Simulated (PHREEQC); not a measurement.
NaHCO3 is added in steps, without added water, to 1 kg of water holding 0.0012 mol BaCl2 and 0.014 mol Na2SO4, at 20 °C. Oxygen is held at 0.21 atm. No CO2 enters from the air. The run lets Witherite, Barite, Halite precipitate or redissolve, and no other solid.

Base run: PHREEQC, ion-association model, phreeqc.dat. Each further column changes one thing. The table gives pH.

| NaHCO3 added (mol) | base | Debye-Hückel limiting law | all activity coefficients set to 1 | database pitzer.dat | database wateq4f.dat |
|---|---|---|---|---|---|
| 0 | 7.17 | 7.16 | 7.23 | 7.17 | 7.17 |
| 0.002625 | 8.17 | 8.13 | 8.29 | 8.21 | 8.18 |
| 0.007875 | 8.17 | 8.12 | 8.29 | 8.20 | 8.17 |
| 0.0105 | 8.16 | 8.11 | 8.29 | 8.20 | 8.16 |
| 0.01312 | 8.16 | 8.11 | 8.28 | 8.19 | 8.16 |
| 0.01837 | 8.15 | 8.09 | 8.27 | 8.18 | 8.15 |
| 0.021 | 8.14 | 8.09 | 8.27 | 8.18 | 8.14 |
| 0.02363 | 8.14 | 8.08 | 8.26 | 8.17 | 8.14 |
| 0.02888 | 8.13 | 8.07 | 8.25 | 8.16 | 8.13 |
| 0.0315 | 8.13 | 8.06 | 8.25 | 8.16 | 8.13 |
| 0.03413 | 8.12 | 8.06 | 8.25 | 8.16 | 8.12 |
| 0.03938 | 8.11 | 8.05 | 8.24 | 8.15 | 8.12 |
| 0.042 | 8.11 | 8.04 | 8.23 | 8.14 | 8.11 |

 pitzer.dat has no redox and few complexes: it carries them in its interaction parameters. phreeqc.dat and wateq4f.dat share most of their constants, so their agreement is no independent check. Solids allowed in the column 'database pitzer.dat': Barite, Burkeite, Halite, Mirabilite, Nahcolite, Natron, Thenardite, Trona. Solids allowed in the column 'database wateq4f.dat': Barite, Witherite, Halite, Mirabilite, Nahcolite, Natron.
